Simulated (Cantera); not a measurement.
**Thermodynamics of hydrogen reduction and annealing atmospheres, feed Cu2O + H2**

A closed system holds: 1 mol Cu2O, 0.87 mol H2, equilibrated at 0.00133 bar.

These are equilibrium values from Cantera (NASA tables, ideal gas, pure condensed phases), not measurements of a reactor. Candidate condensed phases: Cu, CuO, Cu(OH)2, Cu2O, H2O; 12 gas species. Mutual solubility and eutectic melting of coexisting phases are not modelled. Kinetics and transport are ignored.

```csv
T (°C),x H2O,x Cu,x O2,x H2,x OH,x H,n Cu(s),n Cu2O(s),n Cu(l)
450,1.00,<1e-12,<1e-12,2.33e-7,<1e-12,<1e-12,1.74,0.130,0
550,1.000,2.06e-12,1.30e-11,1.11e-6,8.01e-11,<1e-12,1.74,0.130,0
650,1.000,4.11e-10,2.70e-9,3.84e-6,3.97e-9,1.31e-11,1.74,0.130,0
750,1.000,2.88e-8,1.95e-7,1.06e-5,9.16e-8,3.69e-10,1.74,0.130,0
850,1.000,9.40e-7,6.46e-6,2.48e-5,1.21e-6,5.81e-9,1.74,0.130,0
950,1.000,1.72e-5,0.000119,5.09e-5,1.04e-5,5.88e-8,1.74,0.130,0
1050,0.998,0.000201,0.00140,9.46e-5,6.45e-5,4.22e-7,1.74,0.128,0
1150,0.984,0.00157,0.0143,0.000144,0.000324,2.18e-6,0,0.105,1.79
1250,0.921,0.00903,0.0687,0.000246,0.00114,9.94e-6,0,0,1.99
1350,0.889,0.0417,0.0662,0.000819,0.00246,5.42e-5,0,0,1.96
1450,0.774,0.160,0.0580,0.00224,0.00448,0.000237,0,0,1.82
1550,0.426,0.528,0.0328,0.00429,0.00538,0.000777,0,0,0.936
1650,0.282,0.674,0.0238,0.00789,0.00705,0.00229,0,0,0
1750,0.267,0.669,0.0262,0.0155,0.0116,0.00647,0,0,0
```
x: gas mole fraction; n: condensed amount in mol.

From 450 °C to 1050 °C the condensed part is Cu(s) + Cu2O(s). At 1150 °C the condensed part is Cu(l) + Cu2O(s). From 1250 °C to 1550 °C the condensed part is Cu(l). From 1650 °C to 1750 °C nothing is condensed.
